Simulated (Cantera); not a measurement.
# Catalytic stagnation flow on Pt

A jet of 2.34 % H2, 20.5 % O2, 77.1 % N2, equivalence ratio 0.057 at 300 K and 47000 Pa hits a platinum plate 4.2 cm away at a mass flux of 0.065 kg/m²/s; the plate temperature is set and raised in steps from an oxygen-covered start.

Detailed kinetics in Cantera: Deutschmann's 1995 Pt surface mechanism with GRI-Mech 3.0 gas chemistry. Catalytic surfaces can have several steady states; this one follows from the mechanism file's or the stated starting coverage.

| plate T (K) | wall x H2 | wall x O2 | wall x H2O | wall x OH | θ free Pt | θ O* | θ OH* |
|---|---|---|---|---|---|---|---|
| 700 | 0.00162 | 0.182 | 0.0418 | <1e-8 | 0.0190 | 0.977 | 0.00376 |
| 750 | 0.00125 | 0.182 | 0.0422 | <1e-8 | 0.0259 | 0.971 | 0.00319 |
| 800 | 0.000804 | 0.181 | 0.0428 | <1e-8 | 0.0424 | 0.955 | 0.00306 |
| 850 | 0.000517 | 0.181 | 0.0432 | <1e-8 | 0.0701 | 0.927 | 0.00302 |
| 900 | 0.000346 | 0.181 | 0.0433 | 2.80e-8 | 0.108 | 0.889 | 0.00294 |
| 950 | 0.000252 | 0.181 | 0.0433 | 7.46e-8 | 0.154 | 0.843 | 0.00279 |
| 1000 | 0.000195 | 0.181 | 0.0433 | 1.84e-7 | 0.205 | 0.792 | 0.00259 |
| 1050 | 0.000155 | 0.181 | 0.0432 | 4.46e-7 | 0.260 | 0.737 | 0.00238 |
x: mole fraction at the wall; θ: surface coverage.
